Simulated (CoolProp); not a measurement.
Hydrogen chloride at several states: fugacity coefficient from the reference equation and from simpler models built on Tc = 324.7 K, pc = 8314 kPa, ω = 0.130; each cubic takes its own stable root.

The numbers come from the reference Helmholtz-energy equation of state, Thol 2018 in CoolProp.

```tsv
T (K)	p (kPa)	phase	reference	van der Waals	Soave-Redlich-Kwong	Peng-Robinson
558.2	2730	gas	0.9797	0.9773	0.9874	0.9811
306	1840	gas	0.9021	0.9245	0.9107	0.9027
356.8	1590	gas	0.9474	0.9552	0.9523	0.9461
629.2	441	gas	0.9980	0.9975	0.9991	0.9982
434.6	53.2	gas	0.9990	0.9991	0.9992	0.9990
```
